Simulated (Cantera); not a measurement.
# Silicon nitride deposition: SiHCl3 + N2 + H2

Input: 1 mol SiHCl3, 0.57 mol N2, 0.94 mol H2, held at 1050 K.

Equilibrium computed with Cantera from the NASA thermochemical tables; the gas is ideal and each condensed phase is pure. Candidate condensed phases: NH4Cl, Si, Si3N4; 28 gas species. N2 is the only nitrogen source here; it is nearly inert below about 1500 K, so the nitride shown seldom forms there in practice. The tables' values for SiCl3 are old estimates; treat these amounts as uncertain. Rates play no part.

From 5.00 Pa to 1.00 bar the condensed part is Si3N4(s). The main Si-bearing gas is SiCl4 throughout. The share of Si in condensed phases is highest at 5.00 Pa (63.5 %) and lowest at 1.00 bar (49.6 %).

```json
[
 {"P (Pa)": "5", "x HCl": "0.575", "x H2": "0.238", "x SiCl4": "0.124", "x N2": "0.0536", "x SiCl3": "0.00497", "n Si3N4(s)": "0.212"},
 {"P (Pa)": "15", "x HCl": "0.554", "x H2": "0.251", "x SiCl4": "0.133", "x N2": "0.0568", "x SiCl3": "0.00328", "n Si3N4(s)": "0.208"},
 {"P (Pa)": "45", "x HCl": "0.531", "x H2": "0.264", "x SiCl4": "0.141", "x N2": "0.0606", "x SiCl3": "0.00214", "n Si3N4(s)": "0.203"},
 {"P (Pa)": "140", "x HCl": "0.507", "x H2": "0.277", "x SiCl4": "0.148", "x N2": "0.0648", "x SiCl3": "0.00137", "n Si3N4(s)": "0.197"},
 {"P (Pa)": "410", "x HCl": "0.484", "x H2": "0.290", "x SiCl4": "0.155", "x N2": "0.0688", "x SiCl3": "0.000896", "n Si3N4(s)": "0.192"},
 {"P (Pa)": "1200", "x HCl": "0.461", "x H2": "0.303", "x SiCl4": "0.161", "x N2": "0.0729", "x SiCl3": "0.000585", "n Si3N4(s)": "0.187"},
 {"P (Pa)": "3700", "x HCl": "0.437", "x H2": "0.316", "x SiCl4": "0.168", "x N2": "0.0772", "x SiCl3": "0.000374", "n Si3N4(s)": "0.181"},
 {"P (Pa)": "11000", "x HCl": "0.415", "x H2": "0.328", "x SiCl4": "0.174", "x N2": "0.0813", "x SiCl3": "0.000242", "n Si3N4(s)": "0.176"},
 {"P (Pa)": "33000", "x HCl": "0.392", "x H2": "0.340", "x SiCl4": "0.180", "x N2": "0.0854", "x SiCl3": "0.000156", "n Si3N4(s)": "0.170"},
 {"P (Pa)": "100000", "x HCl": "0.370", "x H2": "0.353", "x SiCl4": "0.186", "x N2": "0.0895", "x SiCl3": "9.98e-5", "n Si3N4(s)": "0.165"}
]
```
x: gas mole fraction; n: condensed amount in mol.
